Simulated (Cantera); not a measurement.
Reactions in the system H-O-V

Standard-state values (1 bar) from the NASA 1993 polynomials, evaluated with Cantera. Values are per mole of reaction as written; species without (g) are pure solids or liquids, kept so even where they would boil at 1 bar.

2 V2O3 + 2 OH(g) → 4 VO2(g) + H2(g)

```csv
T (K),ΔH° (kJ),ΔS° (J/K),ΔG° (kJ),log10 K
300,1428.2,627.5,1240.0,-215.89
1748,1296.4,479.4,458.3,-13.70
1798,1289.9,475.8,434.5,-12.62
1848,1283.3,472.2,410.8,-11.61
1898,1276.6,468.6,387.2,-10.66
1948,1269.6,465.0,363.9,-9.76
1998,1262.5,461.4,340.7,-8.91
2048,1255.3,457.8,317.8,-8.10
2098,1247.8,454.2,295.0,-7.34
2148,1240.2,450.6,272.3,-6.62
```
